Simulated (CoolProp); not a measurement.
A closed Brayton cycle with dry air: compressor inlet 314.15 K and 0.43 MPa, high pressure 0.969 MPa, turbine inlet 740 K, compressor efficiency 0.85, turbine efficiency 0.9, recuperator effectiveness 0.9 (on enthalpy, no pinch check). Each further row changes one setting.

The numbers come from the reference Helmholtz-energy equation of state, Lemmon 2000 in CoolProp. It is a pseudo-pure fit of the blend.

```tsv
case	thermal efficiency (%)	net work (kJ/kg)	compressor to turbine work	compressor exit (K)	turbine exit (K)
as stated	26.6	42.9	0.69	410.4	609.3
turbine inlet 690 K	22.6	33.3	0.74	410.4	567.0
compressor inlet 324.15 K	24.9	39.8	0.72	423.4	609.3
high pressure 0.824 MPa	27.5	38.5	0.66	389.5	633.4
recuperator effectiveness 0.5	17.6	42.9	0.69	410.4	609.3
```
